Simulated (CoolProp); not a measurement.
The fluid at 371.81 K and 0.0631 MPa (gas) is heated at constant pressure to 445.1 K. The same conditions are run with several fluids, on thermodynamics alone (safety and materials aside).

Model: reference Helmholtz-energy equation of state of each fluid (dimethyl carbonate: Zhou 2011; R1233zd(E): Akasaka 2022; sulfur hexafluoride: Guder 2009; carbon dioxide: Span 1996), in CoolProp.

**Question.** Rank dimethyl carbonate, R1233zd(E), sulfur hexafluoride, carbon dioxide by heat (kJ/kg), highest first.

**Answer.** dimethyl carbonate (108), carbon dioxide (69.4), R1233zd(E) (68.7), sulfur hexafluoride (59.1)

```
fluid                final density (kg/m³)
-------------------  ---------------------
dimethyl carbonate                    1.55
R1233zd(E)                            2.24
sulfur hexafluoride                   2.49
carbon dioxide                       0.751
```
